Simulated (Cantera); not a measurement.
## Adiabatic ignition

An adiabatic, constant-volume homogeneous reactor starts with CH3OH : O2 : N2 : CO2 = 1 : 2.14 : 8.06 : 0.038 (molar parts), at 1275 K and 1600000 Pa.

Model: GRI-Mech 3.0 (53 species, 325 reactions), integrated in Cantera. GRI-Mech 3.0 was tuned for natural gas; its chemistry of methanol as a main component is partial and can be far from experiment. The pressure lies above the range GRI-Mech 3.0 was tuned for (to about 10 atm).

| t (s) | T (K) | P (bar) | x CH3OH | x O2 | x H2 | x HCN | x C2H6 | x H |
|---|---|---|---|---|---|---|---|---|
| 2.00e-6 | 1275 | 16.0 | 0.0890 | 0.190 | 2.39e-7 | <1e-12 | 7.16e-12 | 9.07e-10 |
| 7.48e-6 | 1275 | 16.0 | 0.0890 | 0.190 | 9.60e-7 | <1e-12 | 9.41e-11 | 9.82e-10 |
| 2.80e-5 | 1275 | 16.0 | 0.0890 | 0.190 | 4.07e-6 | <1e-12 | 4.79e-10 | 1.24e-9 |
| 0.000105 | 1275 | 16.0 | 0.0889 | 0.190 | 2.90e-5 | <1e-12 | 1.61e-9 | 3.99e-9 |
| 0.000391 | 2847 | 37.8 | <1e-12 | 0.0535 | 0.00292 | 3.69e-10 | <1e-12 | 0.000851 |
| 0.00146 | 2824 | 37.4 | <1e-12 | 0.0478 | 0.00286 | 5.97e-10 | <1e-12 | 0.000785 |
| 0.00547 | 2824 | 37.4 | <1e-12 | 0.0478 | 0.00286 | 5.97e-10 | <1e-12 | 0.000785 |
| 0.0205 | 2824 | 37.4 | <1e-12 | 0.0478 | 0.00286 | 5.97e-10 | <1e-12 | 0.000785 |
| 0.0765 | 2824 | 37.4 | <1e-12 | 0.0478 | 0.00286 | 5.97e-10 | <1e-12 | 0.000785 |
| 0.286 | 2824 | 37.4 | <1e-12 | 0.0478 | 0.00286 | 5.97e-10 | <1e-12 | 0.000785 |
| 1.07 | 2824 | 37.4 | <1e-12 | 0.0478 | 0.00286 | 5.97e-10 | <1e-12 | 0.000785 |
| 4.00 | 2824 | 37.4 | <1e-12 | 0.0478 | 0.00286 | 5.97e-10 | <1e-12 | 0.000785 |
x: mole fraction; the columns are a selection and need not sum to one.

```yaml
time_of_steepest_temperature_rise: 0.346 ms
temperature at 4.00 s: 2824 K
equilibrium_temperature: 2824 K
x(CH3OH) at 4.00 s: <1e-12 (gas-phase equilibrium <1e-12)
x(O2) at 4.00 s: 0.0478 (gas-phase equilibrium 0.0478)
x(H2) at 4.00 s: 0.00286 (gas-phase equilibrium 0.00286)
```
